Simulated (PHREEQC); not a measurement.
Make-up at 20 °C: 0.003 mol/kgw CuSO4, 0.087 mol/kgw CaCl2, 3.2e-05 mol/kgw HCl and 0.00029 mol/kgw Na2SO4. Closed to the air; pH follows from the charge balance.

The numbers come from PHREEQC with the ion-association model, wateq4f.dat.

Problem. The ionic strength comes out as 0.266 mol/kgw. What activity coefficients do H+, Cl-, Na+, Cu+2, Ca+2 get?

Solution. H+ 0.79, Cl- 0.69, Na+ 0.73, Cu+2 0.30, Ca+2 0.30.

Precipitation was switched off in this run. Complexes and solids missing from the database can't appear.
